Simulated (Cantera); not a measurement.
A perfectly stirred reactor is fed with 0.701 % H2, 97.4 % O2, 1.95 % H2O, equivalence ratio 0.0036, at 20.0 Torr; it is held at 1075 K, and followed from long to short residence time.

Computed with Cantera and GRI-Mech 3.0 (53 species, 325 reactions). Radical loss at walls, strong at low pressure, is not modelled.

One state of this run: x H2 = 0.00285; x O2 = 0.970; x H2O = 0.0230; x O = 0.00245; x HO2 = 5.11e-6; x H2O2 = 2.10e-7; x H = 0.000371. x: mole fraction; the columns are a selection and need not sum to one.

Question: Which value of τ (s) does it belong to?
A. 2.7
B. 0.0023
C. 0.26
D. 29

Answer: B, 0.0023
